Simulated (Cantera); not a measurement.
**Transport properties of process gases**

Gas mixture: 100 % C3H8, at 0.642 atm, frozen composition.

Cantera's kinetic-theory transport with the Lennard-Jones parameters of GRI-Mech 3.0, ideal gas; thermal conductivity in the mixture-averaged form. The composition is frozen, though it would react at the higher temperatures.

| T (K) | ρ (kg/m³) | cp (J/kg/K) | μ (µPa s) | λ (mW/m/K) | Pr | D (cm²/s) H2O | D (cm²/s) CH4 | D (cm²/s) H |
|---|---|---|---|---|---|---|---|---|
| 400 | 0.862 | 2134 | 10.9 | 30.7 | 0.756 | 0.317 | 0.333 | 1.77 |
| 600 | 0.575 | 2917 | 15.5 | 59.8 | 0.755 | 0.697 | 0.691 | 3.67 |
| 800 | 0.431 | 3512 | 19.4 | 90.1 | 0.757 | 1.19 | 1.14 | 6.06 |
| 1000 | 0.345 | 3960 | 23.0 | 120 | 0.759 | 1.79 | 1.67 | 8.89 |
| 1200 | 0.287 | 4267 | 26.2 | 148 | 0.752 | 2.48 | 2.28 | 12.1 |
| 1400 | 0.246 | 4523 | 29.1 | 176 | 0.750 | 3.25 | 2.96 | 15.7 |
| 1600 | 0.215 | 4734 | 31.9 | 201 | 0.750 | 4.10 | 3.70 | 19.7 |
D: mixture-averaged diffusion coefficient of that species in the mixture.
